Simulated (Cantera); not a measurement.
An isothermal, constant-pressure homogeneous reactor starts with N₂O : H₂O = 1 : 0.031 (molar parts), at 1325 K and 0.0600 bar. Integrator tolerance rtol = 1e-08.

Detailed kinetics in Cantera: GRI-Mech 3.0 (53 species, 325 reactions). GRI-Mech 3.0 was tuned for natural gas; its chemistry of N2O as a main component is partial and can be far from experiment. The mechanism lacks the step 2 NO + O2 → 2 NO2, which can matter for NO2 below about 1400 K. The temperature is held fixed by assumption; the heat of reaction is taken as removed at once.

Q: What does this change do: pressure from 0.0600 bar to 1.01 bar?

A: 
| quantity | before | after |
|---|---|---|
| x(N₂O) at 200 s | 1.67e-6 (gas-phase equilibrium 7.74e-9) | 1.17e-6 (gas-phase equilibrium 3.18e-8) |
| x(H₂O) at 200 s | 0.0202 (gas-phase equilibrium 0.0202) | 0.0203 (gas-phase equilibrium 0.0202) |
| x(O₂) at 200 s | 0.284 (gas-phase equilibrium 0.326) | 0.292 (gas-phase equilibrium 0.326) |
| x(H₂) at 200 s | 2.10e-8 (gas-phase equilibrium 1.95e-8) | 5.03e-9 (gas-phase equilibrium 4.75e-9) |
| x(NO₂) at 200 s | 0.000237 (gas-phase equilibrium 1.58e-6) | 0.000778 (gas-phase equilibrium 6.50e-6) |
| x(NO) at 200 s | 0.0853 (gas-phase equilibrium 0.000530) | 0.0670 (gas-phase equilibrium 0.000530) |
